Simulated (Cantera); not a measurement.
## Ignition delay

Mixture: CH₄ : O₂ : N₂ = 1 : 1.11 : 4.44 (molar parts), equivalence ratio 1.8, at 3.55 atm, adiabatic and at constant volume. Ignition delay is the time to a rise of 400 K.

Cantera simulation using GRI-Mech 3.0 (53 species, 325 reactions); the numbers are that mechanism's predictions, not measurements.

| T0 (K) | delay (ms) |
|---|---|
| 1075 | 113 |
| 1125 | 54.2 |
| 1175 | 26.8 |
| 1225 | 13.7 |
| 1275 | 7.25 |
| 1325 | 3.94 |
| 1375 | 2.19 |
| 1425 | 1.25 |
| 1475 | 0.723 |
| 1525 | 0.430 |

```yaml
apparent activation energy between 1425 and 1525 K: 190 kJ/mol
```
